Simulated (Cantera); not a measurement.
Cantera run:

```python
import numpy as np
import cantera as ct

gas_names = """
    H HO2 H2 H2O H2O2 O OH O2 O3 Ti TiO TiO2
""".split()
cond_names = """
    H2O(s) H2O(L) Ti(a) Ti(b) Ti(L) TiO(a) TiO(b) TiO(L) TiO2(ru) TiO2(L) Ti2O3(a) Ti2O3(b) Ti2O3(L)
    Ti3O5(a) Ti3O5(b) Ti3O5(L) Ti4O7(s) Ti4O7(L)
""".split()


def load(file, names, dense=False):
    # The tables refer to 1 bar. Condensed volumes are neglected.
    table = {s.name: s for s in ct.Species.list_from_file(file)}
    out = []
    for n in names:
        d = dict(table[n].input_data)
        d["thermo"] = dict(d["thermo"], **{"reference-pressure": 1e5})
        if dense:
            d["equation-of-state"] = {"model": "constant-volume", "density": "1e6 g/cm^3"}
        out.append(ct.Species.from_dict(d))
    return out


gas = ct.Solution(thermo="ideal-gas", species=load("nasa_gas.yaml", gas_names))
cond = {s.name: ct.Solution(thermo="fixed-stoichiometry", species=[s], name=s.name)
        for s in load("nasa_condensed.yaml", cond_names, dense=True)}
atoms = {
    'TiO2': {'Ti': 1, 'O': 2},
    'H2': {'H': 2},
    'H2O': {'H': 2, 'O': 1},
}
top_T = {}  # K; cautious upper limits of use, not melting points


def equilibrate(T, P, feed):
    n = {}
    for name, mol in feed.items():
        for a, k in atoms[name].items():
            n[a] = n.get(a, 0.0) + k * mol
    gas.TPX = T, P, n
    mass = sum(n.values()) * gas.mean_molecular_weight
    gas.equilibrate("TP")
    valid = [c for c in cond.values() if c.min_temp <= T <= top_T.get(c.name, c.max_temp)]
    mix = ct.Mixture([(gas, mass / gas.mean_molecular_weight)] + [(c, 0.0) for c in valid])
    mix.T, mix.P = T, P
    mix.equilibrate("TP", solver="vcs", rtol=1e-11, max_steps=5000)
    return mix


results = []
feed = {'TiO2': 1, 'H2': 3, 'H2O': 0.66}  # mol
P = 76  # Pa
for T in [1623, 1698, 1773, 1848, 1923, 1998, 2073, 2148]:
    mix = equilibrate(T, P, feed)
    results.append((T, P, feed, dict(zip(mix.species_names, mix.species_moles))))

top = {s: max(r[3][s] / sum(r[3][g] for g in gas_names) for r in results) for s in gas_names}
cols = sorted((s for s in top if top[s] > 1e-06), key=lambda s: -top[s])[:5]
seen = [c for c in cond_names if any(r[3].get(c, 0) > 1e-12 for r in results)]
print("log10 of partial pressures in bar; condensed amounts in mol")
print(f"{'T/K':>10s}" + "".join(f"{s[:9]:>10s}" for s in cols + seen))
for T, P, feed, n in results:
    ng = sum(n[g] for g in gas_names)
    print(f"{T:10.4g}" + "".join(f"{np.log10(max(n[s] / ng * P / 1e5, 1e-99)):10.3f}" for s in cols)
          + "".join(f"{n.get(c, 0):10.4g}" for c in seen))
```

Result:

```
log10 of partial pressures in bar; condensed amounts in mol
       T/K        H2       H2O         H        OH      TiO2  TiO2(ru)  Ti4O7(L)
      1623    -3.207    -3.864    -5.764    -7.799   -10.373         1         0
      1698    -3.208    -3.864    -5.444    -7.389    -9.501         1         0
      1773    -3.210    -3.865    -5.151    -7.014    -8.703         1         0
      1848    -3.214    -3.868    -4.883    -6.670    -7.973    0.9999         0
      1923    -3.220    -3.871    -4.636    -6.352    -7.301    0.9997         0
      1998    -3.269    -3.738    -4.429    -5.901    -6.692         0    0.2497
      2073    -3.285    -3.749    -4.223    -5.630    -6.207         0    0.2492
      2148    -3.310    -3.767    -4.035    -5.382    -5.757         0    0.2476
```

Equilibrium computed with Cantera from the NASA thermochemical tables; the gas is ideal and each condensed phase is pure. Condensed phases not in the tables: Magnéli phases beyond Ti4O7.
